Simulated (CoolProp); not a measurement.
Vapour-liquid equilibrium of trans-2-butene (1) + ethanol (2) at 8.31 bar; x and y are mole fractions of (1).

The numbers come from the multi-fluid Helmholtz-energy mixture model, Lemmon 2005 and Schroeder 2014; pair parameters Bell 2016 in CoolProp.

Task: Give the bubble temperature and the first vapour's composition at x = 0.2, 0.575, 0.725. Is there an azeotrope?

Result: x = 0.2: 367.6 K, y = 0.790; x = 0.575: 351.5 K, y = 0.895; x = 0.725: 350.1 K, y = 0.907. No azeotrope shows between x = 0.05 and 0.95.

Pair parameters are fitted to limited data, so mixtures are less certain than the pure fluids. With so large a gap from Raoult's law the liquid may split in two, which this calculation doesn't test in full.
